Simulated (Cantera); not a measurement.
A Cantera script and what it prints.

```python
import numpy as np
import cantera as ct

gas_names = [...]  # 148 gases of nasa_gas.yaml made of Al, C, H, N, O
cond_names = """
    AL(cr) AL(L) ALN(s) AL2O3(a) AL2O3(L) C(gr) C6H6(L) C7H8(L) C8H18(L),n-octa H2O(s) H2O(L)
""".split()


# ... load() reads the species with a 1 bar reference pressure and builds the phases ...
atoms = {
    'Al(CH3)3': {'AL': 1, 'C': 3, 'H': 9},
    'N2O': {'N': 2, 'O': 1},
    'N2': {'N': 2},
}
top_T = {'ALN(s)': 2750, 'C(gr)': 4500}  # K; cautious upper limits of use, not melting points


# ... equilibrate(T, P, feed) seeds the gas with the atoms and calls Mixture.equilibrate('TP', solver="vcs", rtol=1e-11, max_steps=5000) ...
results = []
feed = {'Al(CH3)3': 1, 'N2O': 0.8, 'N2': 11}  # mol
T = 1875  # K
for P in [10, 46, 220, 1000, 4600, 22000, 100000]:
    mix = equilibrate(T, P, feed)
    results.append((T, P, feed, dict(zip(mix.species_names, mix.species_moles))))

top = {s: max(r[3][s] / sum(r[3][g] for g in gas_names) for r in results) for s in gas_names}
cols = sorted((s for s in top if top[s] > 1e-06), key=lambda s: -top[s])[:8]
seen = [c for c in cond_names if any(r[3].get(c, 0) > 1e-12 for r in results)]
print("log10 of partial pressures in bar; condensed amounts in mol")
print(f"{'P/Pa':>10s}" + "".join(f"{s[:9]:>10s}" for s in cols + seen))
for T, P, feed, n in results:
    ng = sum(n[g] for g in gas_names)
    print(f"{P:10.4g}" + "".join(f"{np.log10(max(n[s] / ng * P / 1e5, 1e-99)):10.3f}" for s in cols)
          + "".join(f"{n.get(c, 0):10.4g}" for c in seen))
```

It prints:

```
log10 of partial pressures in bar; condensed amounts in mol
      P/Pa        N2        H2        AL        CO         H       HCN       ALH       HNC    ALN(s)     C(gr)
        10    -4.194    -4.643    -5.265    -5.361    -5.505    -6.478    -8.013    -7.829         0     2.133
        46    -3.527    -3.962    -4.600    -4.695    -5.164    -5.804    -7.007    -7.155         0     2.132
       220    -2.834    -3.248    -4.371    -3.989    -4.808    -5.101    -6.421    -6.451     0.664     2.133
      1000    -2.170    -2.575    -4.703    -3.319    -4.471    -4.432    -6.417    -5.782    0.9661     2.133
      4600    -1.506    -1.909    -5.035    -2.655    -4.138    -3.767    -6.416    -5.118    0.9965     2.133
   2.2e+04    -0.826    -1.229    -5.374    -1.975    -3.798    -3.087    -6.415    -4.437    0.9996     2.132
     1e+05    -0.168    -0.571    -5.703    -1.317    -3.469    -2.429    -6.415    -3.780         1     2.132
```

Cantera equilibrium calculation (NASA polynomials, part measured and part estimated; ideal gas, pure solids and liquids). The feed counts by its element totals alone.
